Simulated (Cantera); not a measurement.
Dilute partial oxidation

An isothermal, constant-pressure homogeneous reactor starts with CH₃OH : O₂ : N₂ = 0.02 : 0.028 : 1 (molar parts), at 1125 K and 1.20 bar.

Detailed kinetics in Cantera: GRI-Mech 3.0 (53 species, 325 reactions). GRI-Mech 3.0 was tuned for natural gas; its chemistry of methanol as a main component is partial and can be far from experiment. The temperature is held fixed by assumption; the heat of reaction is taken as removed at once.

```json
[
 {"t (s)": "2.00e-5", "x CH₃OH": "0.0191", "x O₂": "0.0267", "x N₂O": "<1e-12", "x CH₄": "3.72e-11", "x H₂O₂": "<1e-12", "x C₂H₄": "<1e-12"},
 {"t (s)": "9.02e-5", "x CH₃OH": "0.0191", "x O₂": "0.0267", "x N₂O": "<1e-12", "x CH₄": "6.87e-10", "x H₂O₂": "<1e-12", "x C₂H₄": "<1e-12"},
 {"t (s)": "0.000407", "x CH₃OH": "0.0191", "x O₂": "0.0267", "x N₂O": "<1e-12", "x CH₄": "9.44e-9", "x H₂O₂": "1.23e-11", "x C₂H₄": "<1e-12"},
 {"t (s)": "0.00184", "x CH₃OH": "0.0191", "x O₂": "0.0267", "x N₂O": "1.01e-12", "x CH₄": "6.87e-8", "x H₂O₂": "9.26e-10", "x C₂H₄": "<1e-12"},
 {"t (s)": "0.00829", "x CH₃OH": "0.0191", "x O₂": "0.0267", "x N₂O": "2.11e-11", "x CH₄": "3.25e-7", "x H₂O₂": "3.18e-8", "x C₂H₄": "1.65e-12"},
 {"t (s)": "0.0374", "x CH₃OH": "0.0190", "x O₂": "0.0267", "x N₂O": "5.09e-10", "x CH₄": "1.19e-6", "x H₂O₂": "1.88e-6", "x C₂H₄": "5.86e-12"},
 {"t (s)": "0.169", "x CH₃OH": "<1e-12", "x O₂": "2.43e-7", "x N₂O": "1.64e-9", "x CH₄": "9.55e-12", "x H₂O₂": "5.14e-10", "x C₂H₄": "<1e-12"},
 {"t (s)": "0.762", "x CH₃OH": "<1e-12", "x O₂": "3.87e-9", "x N₂O": "1.84e-9", "x CH₄": "6.29e-12", "x H₂O₂": "7.20e-12", "x C₂H₄": "<1e-12"},
 {"t (s)": "3.44", "x CH₃OH": "<1e-12", "x O₂": "2.87e-10", "x N₂O": "5.25e-9", "x CH₄": "5.92e-12", "x H₂O₂": "<1e-12", "x C₂H₄": "<1e-12"},
 {"t (s)": "15.5", "x CH₃OH": "<1e-12", "x O₂": "3.80e-11", "x N₂O": "4.95e-9", "x CH₄": "5.88e-12", "x H₂O₂": "<1e-12", "x C₂H₄": "<1e-12"},
 {"t (s)": "70.0", "x CH₃OH": "<1e-12", "x O₂": "<1e-12", "x N₂O": "1.28e-9", "x CH₄": "5.84e-12", "x H₂O₂": "<1e-12", "x C₂H₄": "<1e-12"}
]
```
x: mole fraction; the columns are a selection and need not sum to one.

Equilibrium at this temperature and pressure: CH₃OH <1e-12, O₂ <1e-12, N₂O <1e-12, CH₄ 1.43e-12, H₂O₂ <1e-12, C₂H₄ <1e-12 (gas phase only).
